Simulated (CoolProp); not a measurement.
A Linde-Hampson liquefier for carbon monoxide: isothermal reversible compression at 230 K from 1 atm to 5 MPa, throttling to 1 atm, return gas leaving the recuperator 10 K below the feed. Each further row changes one setting.

The numbers come from the reference Helmholtz-energy equation of state, Lemmon 2006 in CoolProp. It is a short technical equation, of lower accuracy than the large ones.

| case | liquid yield per pass | compression work (kJ/kg of gas) |
|---|---|---|
| as stated | 0.030 | 261 |
| high pressure 10 MPa | 0.084 | 305 |
| warm-end temperature 260 K | 0.015 | 298 |
| warm-end gap 15 K | 0.015 | 261 |
